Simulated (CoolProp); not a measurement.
A simple Rankine cycle with water: condensing at 298.15 K, boiler at 5.06 MPa, turbine inlet 539.8 K, turbine efficiency 0.7, pump efficiency 0.8, no recuperator. Each further row changes one setting.

Computed with CoolProp (reference Helmholtz-energy equation of state, Wagner 2002).

```json
[
 {"case": "as stated", "thermal efficiency (%)": "26.4", "net work (kJ/kg)": "710", "heat in (kJ/kg)": "2690", "turbine exit temperature (K)": "298.1", "volume ratio over the turbine": "[?]"},
 {"case": "turbine inlet 559.8 K", "thermal efficiency (%)": "[?]", "net work (kJ/kg)": "[?]", "heat in (kJ/kg)": "2770", "turbine exit temperature (K)": "298.1", "volume ratio over the turbine": "[?]"},
 {"case": "condensing temperature 290.15 K", "thermal efficiency (%)": "27.2", "net work (kJ/kg)": "741", "heat in (kJ/kg)": "[?]", "turbine exit temperature (K)": "290.1", "volume ratio over the turbine": "1410"},
 {"case": "boiler pressure 3.54 MPa", "thermal efficiency (%)": "[?]", "net work (kJ/kg)": "[?]", "heat in (kJ/kg)": "2770", "turbine exit temperature (K)": "298.1", "volume ratio over the turbine": "597"},
 {"case": "turbine efficiency 0.6", "thermal efficiency (%)": "22.6", "net work (kJ/kg)": "607", "heat in (kJ/kg)": "2690", "turbine exit temperature (K)": "298.1", "volume ratio over the turbine": "[?]"}
]
```

Some entries are withheld; supply them.


- as stated, volume ratio over the turbine: 894
- turbine inlet 559.8 K, thermal efficiency (%): 26.5
- turbine inlet 559.8 K, net work (kJ/kg): 734
- turbine inlet 559.8 K, volume ratio over the turbine: 845
- condensing temperature 290.15 K, heat in (kJ/kg): 2720
- boiler pressure 3.54 MPa, thermal efficiency (%): 25.5
- boiler pressure 3.54 MPa, net work (kJ/kg): 708
- turbine efficiency 0.6, volume ratio over the turbine: 941

The expansion ends wet for: as stated; turbine inlet 559.8 K; condensing temperature 290.15 K; boiler pressure 3.54 MPa; turbine efficiency 0.6.
